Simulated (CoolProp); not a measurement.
Saturation properties of n-octane.

Values from CoolProp's reference Helmholtz-energy equation of state, Beckmüller 2019.

```tsv
T (K)	p (kPa)	vapour density (kg/m³)	enthalpy of vaporisation (kJ/kg)	surface tension (mN/m)	liquid viscosity (µPa s)
450.7	353.4	12.44	261.7	7.66	(withheld)
459.4	422.3	(withheld)	254.0	6.97	127
468.1	500.9	17.73	245.8	6.28	119
476.8	590.2	21.05	237.2	5.60	(withheld)
485.5	691.0	24.90	228.1	4.94	(withheld)
494.2	804.4	(withheld)	218.3	4.29	96.8
502.9	931.5	34.68	207.8	3.65	(withheld)
511.6	1073	40.93	196.3	3.03	83.3
520.3	1231	48.39	183.8	2.44	76.8
529	1406	57.45	169.8	1.87	70.4
537.7	1600	68.72	153.8	(withheld)	(withheld)
```

### Question
Fill in the missing entries.

### Answer

- 450.7, liquid viscosity (µPa s): 136
- 459.4, vapour density (kg/m³): 14.89
- 476.8, liquid viscosity (µPa s): 111
- 485.5, liquid viscosity (µPa s): 104
- 494.2, vapour density (kg/m³): 29.40
- 502.9, liquid viscosity (µPa s): 89.9
- 537.7, surface tension (mN/m): 1.33
- 537.7, liquid viscosity (µPa s): 64.1

It boils at 398.8 K under 1 atm.

Viscosity comes from a separate model (Huber 2004). Surface tension comes from a separate correlation (Mulero 2012).
